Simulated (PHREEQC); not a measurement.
0.054 g of hydrous ferric oxide (600 m²/g; 0.2 weak and 0.005 strong sites per Fe, Dzombak-Morel constants, diffuse double layer) in 1 kg of water with 0.3 mol/kgw of an inert sodium salt and 3.7e-05 mol/kgw H3BO3 and 8.3e-05 mol/kgw Ag2SO4, at 25 °C; the pH is set by adding NaOH or the inert anion's acid. O2 is buffered at 0.21 atm. CO2 from the air is kept out. Nothing may precipitate in this run.

Model: ion-association model, wateq4f.dat, run in PHREEQC.

```tsv
pH	B sorbed (%)	S sorbed (%)	Ag sorbed (%)	surface charge σ (C/m²)	surface potential ψ (mV)
3	0.0	21.4	0.0	0.263	109
3.67	0.0	21.1	0.0	0.259	108
4.33	0.0	19.4	0.0	0.248	106
5	0.0	14.7	0.1	0.219	100
5.67	0.0	7.5	0.6	0.170	87
6.33	0.0	2.3	1.4	0.115	69
7	0.0	0.4	2.0	0.065	46
7.67	0.0	0.0	3.3	0.024	19
8.33	0.0	0.0	8.0	-0.012	-9
9	0.0	0.0	20.7	-0.046	-34
9.67	0.0	0.0	38.1	-0.074	-51
10.33	0.0	0.0	49.2	-0.091	-59
11	0.0	0.0	53.0	-0.099	-62
```

Along this series the solution becomes supersaturated in solids that the run did not let form, among them Ag2O. The oxide is taken as insoluble; below pH 4 it would dissolve.
